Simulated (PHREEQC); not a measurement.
Synthetic water in mmol/kgw, 20 °C, pH 6.08, pe 2.1:

```tsv
constituent	mmol/kgw
Na	0.0012
K	0.00155
Ca	0.0033
Mg	9.69e-05
Cl	0.000871
S(6)	0.00301
Alkalinity (meq/kgw)	0.00245
Si	3.07e-05
B	7.75e-06
```

Valence states are taken as typed.

Model: ion-association model, phreeqc.dat, run in PHREEQC.

Precipitation was switched off in this run.

Problem. Predict the charge-balance error.

Solution. charge-balance error 1.0 %.

Problem. In which forms is C present?

Solution. CO2 67 %, HCO3- 33 % of the C.
